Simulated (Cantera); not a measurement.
A perfectly stirred reactor is fed with CH₄ : O₂ : N₂ = 1 : 1.33 : 5.01 (molar parts), equivalence ratio 1.5, at 6.90 bar; it is adiabatic with a 823 K inlet, and is followed from long to short residence time, starting on the burning branch (τ in s: 0.12, 0.053, 0.024, 0.011, 0.0051, 0.0024, 0.0011, 0.0005, 0.00023, 0.0001, 4.8e-05, 2.2e-05, 1e-05).

Detailed kinetics in Cantera: GRI-Mech 3.0 (53 species, 325 reactions).

Problem. What does this change do: N2 5.01 to 3.5 parts?

Solution. 
| quantity | before | after |
|---|---|---|
| blow-out, bracketed by the residence times tried | burning at 48.0 µs, out at 22.0 µs | burning at 22.0 µs, out at 10.0 µs |
| x(CH₄) at τ = 0.120 s | 3.12e-5 | 2.39e-6 |
| x(O₂) at τ = 0.120 s | 1.29e-5 | 4.63e-5 |
| x(NO) at τ = 0.120 s | 9.22e-5 | 0.000309 |
| x(NO₂) at τ = 0.120 s | 1.02e-9 | 9.84e-9 |
| x(C₂H₆) at τ = 0.120 s | 2.34e-10 | 1.27e-12 |
| x(CH₄) at τ = 1.10 ms | 0.00133 | 0.000160 |
| x(O₂) at τ = 1.10 ms | 0.000804 | 0.000319 |
| x(NO) at τ = 1.10 ms | 0.000213 | 0.000576 |
| x(NO₂) at τ = 1.10 ms | 4.24e-9 | 2.11e-8 |
| x(C₂H₆) at τ = 1.10 ms | 6.59e-7 | 7.26e-9 |

Problem. What does this change do: 0.48 parts H2O added?

Solution. 
```tsv
quantity	before	after
blow-out, bracketed by the residence times tried	burning at 48.0 µs, out at 22.0 µs	burning at 0.100 ms, out at 48.0 µs
x(CH₄) at τ = 0.120 s	3.12e-5	7.27e-5
x(O₂) at τ = 0.120 s	1.29e-5	1.71e-5
x(NO) at τ = 0.120 s	9.22e-5	6.25e-5
x(NO₂) at τ = 0.120 s	1.02e-9	5.65e-10
x(C₂H₆) at τ = 0.120 s	2.34e-10	1.13e-9
x(CH₄) at τ = 1.10 ms	0.00133	0.00250
x(O₂) at τ = 1.10 ms	0.000804	0.00126
x(NO) at τ = 1.10 ms	0.000213	9.13e-5
x(NO₂) at τ = 1.10 ms	4.24e-9	2.39e-9
x(C₂H₆) at τ = 1.10 ms	6.59e-7	2.21e-6
```
